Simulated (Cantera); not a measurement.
Feed: 1 mol MgO, 0.098 mol HCl, 0.011 mol O2, at 875 °C and 0.210 bar.

Cantera equilibrium calculation (NASA polynomials, part measured and part estimated; ideal gas, pure solids and liquids). Candidate condensed phases: H2O, Mg, MgCl2, MgO, Mg(OH)2; 22 gas species. Equilibrium is a limit: real reactors are often held back by kinetics, nucleation or transport.

Base state: HCl 0.753, H2O 0.0934, Cl2 0.0915, O2 0.0593, Cl 0.00177, MgCl2 0.00106, HOCl 1.78e-5 (mole fractions); condensed: MgO(s).

What changes in the equilibrium state with this change: O2 from 0.011 to 0.035 mol?


| species | before | after |
|---|---|---|
| HCl | 0.753 | 0.574 |
| O2 | 0.0593 | 0.227 |
| H2O | 0.0934 | 0.0993 |
| Cl2 | 0.0915 | 0.0978 |
| MgCl2 | 0.00106 | 0.000578 |
| ClO | 8.63e-6 | 1.74e-5 |
| HOCl | 1.78e-5 | 2.65e-5 |
| Cl | 0.00177 | 0.00183 |
| MgO(s), mol | 1.000 | 1.000 |
